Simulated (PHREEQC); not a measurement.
Make-up at 25 °C: 0.22 mol/kgw CuSO4, 8.4e-05 mol/kgw CuCl2, 0.0068 mol/kgw H2SO4 and 0.021 mol/kgw Na2SO4. Closed to the air; pH follows from the charge balance.

All values are PHREEQC results (ion-association model, wateq4f.dat), not measurements.

Each row changes one thing in this solution. No solid was allowed to form.

```json
[
 {"case": "as made", "pH": "2.55", "ionic strength (mol/kgw)": "0.464", "HSO4- (mol/kgw)": "0.00994", "Cl- (mol/kgw)": "0.000157", "CuCl+ (mol/kgw)": "1.10e-5", "CuOH+ (mol/kgw)": "1.41e-7", "SI of Chalcanthite (CuSO4:5H2O)": "-0.57", "SI of Tenorite (CuO)": "-4.10"},
 {"case": "Na2SO4 left out", "pH": "2.52", "ionic strength (mol/kgw)": "[?]", "HSO4- (mol/kgw)": "0.00970", "Cl- (mol/kgw)": "0.000157", "CuCl+ (mol/kgw)": "1.15e-5", "CuOH+ (mol/kgw)": "1.38e-7", "SI of Chalcanthite (CuSO4:5H2O)": "-0.58", "SI of Tenorite (CuO)": "-4.14"},
 {"case": "H2SO4 left out", "pH": "4.45", "ionic strength (mol/kgw)": "[?]", "HSO4- (mol/kgw)": "0.000128", "Cl- (mol/kgw)": "0.000157", "CuCl+ (mol/kgw)": "1.08e-5", "CuOH+ (mol/kgw)": "1.11e-5", "SI of Chalcanthite (CuSO4:5H2O)": "-0.56", "SI of Tenorite (CuO)": "-0.31"},
 {"case": "H2SO4 from 0.0068 to 0.00068 mol/kgw", "pH": "3.56", "ionic strength (mol/kgw)": "0.459", "HSO4- (mol/kgw)": "0.00100", "Cl- (mol/kgw)": "0.000157", "CuCl+ (mol/kgw)": "1.09e-5", "CuOH+ (mol/kgw)": "1.41e-6", "SI of Chalcanthite (CuSO4:5H2O)": "-0.56", "SI of Tenorite (CuO)": "-2.10"},
 {"case": "0.011 mol/kgw HCl added", "pH": "2.28", "ionic strength (mol/kgw)": "0.471", "HSO4- (mol/kgw)": "0.0178", "Cl- (mol/kgw)": "0.0104", "CuCl+ (mol/kgw)": "0.000741", "CuOH+ (mol/kgw)": "7.73e-8", "SI of Chalcanthite (CuSO4:5H2O)": "-0.58", "SI of Tenorite (CuO)": "-4.63"},
 {"case": "temperature from 25 to 65 °C", "pH": "2.86", "ionic strength (mol/kgw)": "0.454", "HSO4- (mol/kgw)": "0.0118", "Cl- (mol/kgw)": "0.000124", "CuCl+ (mol/kgw)": "4.38e-5", "CuOH+ (mol/kgw)": "2.69e-7", "SI of Chalcanthite (CuSO4:5H2O)": "-0.79", "SI of Tenorite (CuO)": "[?]"}
]
```

Problem. What belongs in the gaps?

Solution. 
- Na2SO4 left out, ionic strength (mol/kgw): 0.422
- H2SO4 left out, ionic strength (mol/kgw): 0.458
- temperature from 25 to 65 °C, SI of Tenorite (CuO): -2.20

Some of these states are supersaturated (in Antlerite, Brochantite, for instance). Away from 25 °C the constants follow the database's enthalpies or fits; those with neither stay at their 25 °C values.
